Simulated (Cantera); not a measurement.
SiH2Cl2 + O3 + H2 (silicon oxide and oxynitride deposition)

Input: 1 mol SiH2Cl2, 0.051 mol O3, 0.41 mol H2, equilibrated at 1550 °C and 12000 Pa.

These are equilibrium values from Cantera (NASA tables, ideal gas, pure condensed phases), not measurements of a reactor. Candidate condensed phases: H2O, Si, SiO2; 30 gas species. The tables' values for SiCl3, SiCl are old estimates; treat these amounts as uncertain. Gases not in the tables: Si2H6 and higher silanes. The numbers say what is thermodynamically allowed, not how fast it happens.

The x(H2) comes out as 0.452. The x(SiCl2) is 0.270 and the x(HCl) comes out as 0.202. The x(SiO) is 0.0601 and the x(SiCl3) is 0.0128. The x(SiCl4) is 0.000939, the x(H) is 0.000842 and the x(SiHCl3) is 0.000559. The x(SiCl) comes out as 0.000290 and the n(Si(l)) is 0.123 mol. The gas amount is 2.545 mol.
